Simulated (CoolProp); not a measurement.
Computed with CoolProp (reference Helmholtz-energy equation of state, Thol 2016).

### Question
For hexamethyldisiloxane (MM), give the phase and the density (kg/m³), speed of sound (m/s), fugacity coefficient at 33.35 °C and 61.1 kPa; 33.35 °C and 258 kPa; 33.35 °C and 7400 kPa.

### Answer
- 33.35 °C and 61.1 kPa: liquid; density 751, speed of sound 845, fugacity coefficient 0.137
- 33.35 °C and 258 kPa: liquid; density 751, speed of sound 847, fugacity coefficient 0.0329
- 33.35 °C and 7400 kPa: liquid; density 762, speed of sound 913, fugacity coefficient 0.00209
